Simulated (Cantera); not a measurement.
**H2O + O2 + H2 (abatement and gas-phase synthesis)**

Feed: 1 mol H2O, 0.064 mol O2, 0.35 mol H2, equilibrated at 10.0 mbar.

Method: chemical equilibrium by Gibbs-energy minimisation in Cantera with the NASA 1993 tables (ideal gas, pure condensed phases). Candidate condensed phases: H2O; 9 gas species. Equilibrium is a limit: real reactors are often held back by kinetics, nucleation or transport.

| T (K) | x H2O | x H2 | x H | x OH | x O2 |
|---|---|---|---|---|---|
| 1648 | 0.835 | 0.164 | 0.000361 | 8.25e-5 | 3.41e-7 |
| 1748 | 0.835 | 0.164 | 0.000925 | 0.000275 | 2.77e-6 |
| 1848 | 0.833 | 0.164 | 0.00214 | 0.000804 | 1.80e-5 |
| 1948 | 0.830 | 0.163 | 0.00456 | 0.00210 | 9.65e-5 |
| 2048 | 0.823 | 0.162 | 0.00902 | 0.00498 | 0.000435 |
| 2148 | 0.807 | 0.163 | 0.0168 | 0.0107 | 0.00164 |
| 2248 | 0.774 | 0.167 | 0.0300 | 0.0209 | 0.00503 |
| 2348 | 0.715 | 0.177 | 0.0520 | 0.0361 | 0.0120 |
x: gas mole fraction; nothing condenses.

From 1648 K to 2348 K nothing is condensed.
